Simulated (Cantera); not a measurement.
Input (Python, Cantera):

```python
import numpy as np
import cantera as ct

gas = ct.Solution("gri30.yaml")
gas.TPX = 950, 1100000, {'CH2O': 0.005, 'O2': 0.018, 'N2': 1}
reactor = ct.IdealGasConstPressureReactor(gas, energy="off", clone=False)
net = ct.ReactorNet([reactor])
net.rtol, net.atol = 1e-08, 1e-18
show = ['CH2O', 'O2', 'NO2', 'C2H4', 'NO', 'CH2CO', 'O']
times = np.geomspace(3e-06, 100, 9)

steps = ct.SolutionArray(gas, extra=["t"])
rows = []
print(f"{'t/s':>10s}{'T/K':>9s}{'P/Pa':>11s}" + "".join(f"{s:>11s}" for s in show))
for t in times:
    while net.time < t:
        t_next = net.step()
        steps.append(gas.state, t=t_next)
    rows.append([np.interp(t, steps.t, y) for y in (steps.T, steps.P, *steps(*show).X.T)])
    print(f"{t:10.3e}{rows[-1][0]:9.1f}{rows[-1][1]:11.4g}" + "".join(f"{x:11.3e}" for x in rows[-1][2:]))
rate = np.gradient(steps.T, steps.t)
print("integrator steps:", len(steps.t))
if steps.T.max() > steps.T[0] + 200:
    print(f"time of steepest temperature rise: {steps.t[rate.argmax()]:.4e} s")
gas.TPX = 950, 1100000, {'CH2O': 0.005, 'O2': 0.018, 'N2': 1}
gas.equilibrate("TP")
print(f"equilibrium (TP): T = {gas.T:.1f} K  " + "  ".join(f"{s} {gas[s].X[0]:.3e}" for s in show))
```

It prints:

```
       t/s      T/K       P/Pa       CH2O         O2        NO2       C2H4         NO      CH2CO          O
 3.000e-06    950.0    1.1e+06  4.888e-03  1.760e-02  9.969e-31  8.458e-35  6.715e-25  2.360e-22  2.892e-13
 2.615e-05    950.0    1.1e+06  4.888e-03  1.760e-02  1.430e-27  9.263e-33  1.209e-23  3.421e-21  3.681e-13
 2.280e-04    950.0    1.1e+06  4.887e-03  1.759e-02  4.316e-24  4.929e-30  6.028e-22  2.267e-19  1.103e-12
 1.987e-03    950.0    1.1e+06  4.851e-03  1.756e-02  2.728e-19  1.822e-25  4.019e-19  2.490e-16  1.659e-11
 1.732e-02    950.0    1.1e+06  6.183e-05  1.484e-02  9.244e-14  8.002e-20  1.577e-14  9.706e-13  1.815e-08
 1.510e-01    950.0    1.1e+06  5.403e-12  1.447e-02  1.923e-12  2.370e-20  4.748e-14  2.510e-14  3.785e-09
 1.316e+00    950.0    1.1e+06  7.797e-13  1.420e-02  3.721e-12  3.393e-21  6.991e-14  4.143e-15  1.747e-09
 1.147e+01    950.0    1.1e+06  7.077e-14  1.337e-02  3.373e-11  2.428e-24  3.991e-13  2.794e-18  8.097e-10
 1.000e+02    950.0    1.1e+06  1.493e-16  1.275e-02  1.433e-10  1.109e-29  5.256e-13  1.628e-23  4.468e-11
integrator steps: 2109
equilibrium (TP): T = 950.0 K  CH2O 2.005e-31  O2 1.271e-02  NO2 3.051e-07  C2H4 1.282e-75  NO 4.832e-06  CH2CO 7.280e-56  O 1.087e-12
```

Detailed kinetics in Cantera: GRI-Mech 3.0 (53 species, 325 reactions). Below about 1000 K GRI-Mech 3.0 lacks low-temperature oxidation paths.
